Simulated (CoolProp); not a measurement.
Properties of toluene along the isotherm 346.85 °C (Tc = 318.6 °C, pc = 4.126 MPa, ω = 0.266).

Computed with CoolProp (reference Helmholtz-energy equation of state, Lemmon 2006). It is a short technical equation, of lower accuracy than the large ones.

```csv
p (MPa),phase,density (kg/m³),cv (kJ/(kg K)),speed of sound (m/s),Prandtl number,fugacity coefficient
0.619,gas,11.63,2.102,230.9,0.723,0.9533
1.24,gas,24.62,2.116,219.4,0.740,0.9074
1.86,gas,39.33,2.132,207.1,0.763,0.8625
2.48,gas,56.38,2.150,193.7,0.794,0.8184
3.09,gas,76.43,2.171,179.4,0.835,0.7756
3.71,gas,101.9,2.198,163.6,0.901,0.7327
4.33,supercritical,136.4,2.232,146.2,1.03,0.6900
4.95,supercritical,190.0,2.278,127.0,1.36,0.6470
5.57,supercritical,291.3,2.308,116.7,2.31,0.6031
6.19,supercritical,374.1,2.268,150.6,2.23,0.5608
```

Viscosity comes from a separate model (Avgeri 2015). Thermal conductivity comes from a separate model (Assael 2012).
